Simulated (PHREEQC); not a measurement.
# Acid rinse or clean: speciation

Consider water at 25 °C with 0.091 mol HCl, 0.00106 mol ZnSO4 and 0.019 mol CuCl2 per kg of water. Closed to the air; pH follows from the charge balance.

All values are PHREEQC results (ion-association model, wateq4f.dat), not measurements.

This is a speciation only: nothing precipitates in the calculation.

Q: Predict the pH.

A: pH 1.14.

Q: In which forms is Cl present?

A: Cl- 98 %, CuCl+ 1.6 % of the Cl.
